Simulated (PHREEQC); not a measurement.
0.5 mol of Gypsum (CaSO4:2H2O) is brought to equilibrium with 1 kg of water, at 45 °C under several pressures of CO2. Oxygen is held at 0.21 atm. Solids allowed: Gypsum, Calcite. Others were left out.

Base run: PHREEQC, ion-association model, phreeqc.dat. Each further column changes one thing. The table gives pH.

```tsv
log pCO2 (atm)	base	temperature from 45 to 5 °C
-5	6.52	6.40
-4.5	6.32	6.16
-4	6.08	5.91
-3.5	5.84	5.66
-3	5.59	5.41
-2.5	5.34	5.16
-2	5.09	4.91
-1.5	4.84	4.66
-1	4.59	4.41
-0.5	4.34	4.16
0	4.09	3.91
```

Away from 25 °C the constants follow the database's enthalpies or fits; those with neither stay at their 25 °C values.
